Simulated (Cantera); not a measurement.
Input: 1 mol Si, 2.8 mol NH₃, 230 mol N₂, at 0.000890 bar.

These are equilibrium values from Cantera (NASA tables, ideal gas, pure condensed phases), not measurements of a reactor. Candidate condensed phases: Si, Si₃N₄; 18 gas species. The numbers say what is thermodynamically allowed, not how fast it happens.

Question: Which condensed phases are stable at each of these points (T (K)): 650, 750, 850, 950, 1050, 1150, 1250, 1350, 1450, 1550, 1650, 1750?

Answer: 
| T (K) | condensed phases | Si condensed (%) |
|---|---|---|
| 650 | Si₃N₄(s) | 100.0 |
| 750 | Si₃N₄(s) | 100.0 |
| 850 | Si₃N₄(s) | 100.0 |
| 950 | Si₃N₄(s) | 100.0 |
| 1050 | Si₃N₄(s) | 100.0 |
| 1150 | Si₃N₄(s) | 100.0 |
| 1250 | Si₃N₄(s) | 100.0 |
| 1350 | Si₃N₄(s) | 100.0 |
| 1450 | Si₃N₄(s) | 100.0 |
| 1550 | Si₃N₄(s) | 99.7 |
| 1650 | Si₃N₄(s) | 93.3 |
| 1750 | Si(l) | 56.7 |

From 650 K to 1650 K the condensed part is Si₃N₄(s). At 1750 K the condensed part is Si(l).
